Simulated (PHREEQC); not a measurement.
**Acid mine or pickling water: an equilibrium model**

Model water analysis in mg/kgw, 25 °C, pH 2.73, pe 12: Na 63.2; K 434; Ca 349; Mg 89.5; Cl 424; S(6) as SO4 1550; Mn(2) 2.11; Fe(3) 8.46.

Na is adjusted to close the charge balance.
Valence states are taken as typed.

Model: ion-association model, wateq4f.dat, run in PHREEQC.

Each row changes one thing in this solution. Precipitation was switched off in this run.

```
case                                               ionic strength (mol/kgw)  K+ (mol/kgw)  SO4-2 (mol/kgw)  Ca+2 (mol/kgw)  CaSO4 (mol/kgw)  Mg+2 (mol/kgw)  SI of Gypsum (CaSO4:2H2O)  SI of Jarosite-K (KFe3(SO4)2(OH)6)
-------------------------------------------------  ------------------------  ------------  ---------------  --------------  ---------------  --------------  -------------------------  ----------------------------------
as made                                                              0.0536        0.0107           0.0105         0.00604          0.00263         0.00241                      -0.29                               +1.65
temperature from 25 to 40 °C at the same typed pH                    0.0515        0.0107          0.00982         0.00595       (withheld)         0.00217                      -0.32                          (withheld)
all concentrations times 2 at the same typed pH                       0.102        0.0211           0.0196          0.0112       (withheld)         0.00440                      +0.08                          (withheld)
```

Complete the blanks.


- temperature from 25 to 40 °C at the same typed pH, CaSO4 (mol/kgw): 0.00272
- temperature from 25 to 40 °C at the same typed pH, SI of Jarosite-K (KFe3(SO4)2(OH)6): +2.25
- all concentrations times 2 at the same typed pH, CaSO4 (mol/kgw): 0.00615
- all concentrations times 2 at the same typed pH, SI of Jarosite-K (KFe3(SO4)2(OH)6): +2.55

Some of these states are supersaturated (in Jarosite-K, Hematite (slow to form), Gypsum, for instance). Away from 25 °C the constants follow the database's enthalpies or fits; those with neither stay at their 25 °C values.
